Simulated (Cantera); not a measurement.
Mixture: CH3OH : O2 : N2 = 1 : 1.61 : 6.06 (molar parts), at 890000 Pa, adiabatic and at constant volume. Ignition delay is the time to a rise of 400 K.

Detailed kinetics in Cantera: GRI-Mech 3.0 (53 species, 325 reactions). GRI-Mech 3.0 was tuned for natural gas; its chemistry of methanol as a main component is partial and can be far from experiment.

Problem. What does this change do: constant pressure in place of constant volume?

Solution. 
```tsv
quantity	before	after
delay at 1000 K	93.4 ms	94.3 ms
delay at 1200 K	1.60 ms	1.64 ms
delay at 1400 K	93.0 µs	98.9 µs
delay at 1600 K	12.7 µs	14.4 µs
apparent activation energy between 1500 and 1700 K	180 kJ/mol	170 kJ/mol
```
